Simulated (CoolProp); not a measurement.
A single-stage vapour-compression cycle with the fluid: evaporating at 216.15 K (dew point), condensing at 239.15 K (bubble point), superheat 10 K, subcooling 8 K, compressor efficiency 0.85, no pressure losses. The same conditions are run with several fluids, on thermodynamics alone (safety and materials aside).

The numbers come from the reference Helmholtz-energy equation of state of each fluid (ethane: Bücker 2006; propylene: Lemmon 2013; dimethyl ether: Wu 2011; R115: Lemmon 2016; isobutane: Bücker 2006; C2F6 (R116): Lemmon 2006) in CoolProp.

```csv
fluid,cooling COP,pressure ratio,discharge temperature (K),refrigerating effect (kJ/kg),volumetric capacity (kJ/m³)
ethane,7.32,2.21,(withheld),418,3090
propylene,7.56,2.79,270.2,(withheld),636
dimethyl ether,(withheld),(withheld),276.1,480,232
R115,7.73,3.00,253.3,124,441
isobutane,(withheld),(withheld),262.1,385,134
C2F6 (R116),7.50,2.40,(withheld),98.5,2180
```

What belongs in the gaps?


- ethane, discharge temperature (K): 268.7
- propylene, refrigerating effect (kJ/kg): 429
- dimethyl ether, cooling COP: 7.54
- dimethyl ether, pressure ratio: 3.42
- isobutane, cooling COP: 7.70
- isobutane, pressure ratio: 3.46
- C2F6 (R116), discharge temperature (K): 251.0
